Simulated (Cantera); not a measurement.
**Equilibrium for silicon oxide and oxynitride deposition: SiH₂Cl₂ + H₂O + H₂**

Charge: 1 mol SiH₂Cl₂, 1.2 mol H₂O, 0.49 mol H₂, held at 0.133 bar.

Cantera equilibrium calculation (NASA polynomials, part measured and part estimated; ideal gas, pure solids and liquids). Candidate condensed phases: H₂O, Si, SiO₂; 30 gas species. The tables' values for SiCl₃ are old estimates; treat these amounts as uncertain. Equilibrium is a limit: real reactors are often held back by kinetics, nucleation or transport.

From 327 °C to 527 °C the condensed part is SiO₂(α-quartz). From 577 °C to 827 °C the condensed part is SiO₂(β-quartz). The main Si-bearing gas is SiCl₄ throughout.

```tsv
T (°C)	log p H₂	log p HCl	log p SiCl₄	log p SiHCl₃	log p SiCl₃	n SiO₂(α-quartz)	n SiO₂(β-quartz)
327	-1.00	-1.79	-1.79	-5.56	-10.56	0.600	0
377	-1.00	-1.79	-1.79	-5.09	-9.37	0.600	0
427	-1.00	-1.79	-1.79	-4.69	-8.35	0.600	0
477	-1.00	-1.79	-1.79	-4.34	-7.47	0.600	0
527	-1.00	-1.79	-1.79	-4.05	-6.71	0.600	0
577	-1.00	-1.79	-1.79	-3.79	-6.03	0	0.600
627	-1.00	-1.78	-1.80	-3.56	-5.44	0	0.600
677	-1.00	-1.78	-1.80	-3.36	-4.92	0	0.600
727	-1.00	-1.77	-1.81	-3.19	-4.45	0	0.600
777	-1.00	-1.76	-1.82	-3.04	-4.03	0	0.600
827	-1.00	-1.75	-1.83	-2.92	-3.67	0	0.600
```
log p: log10 of the partial pressure in bar; n: condensed amount in mol.
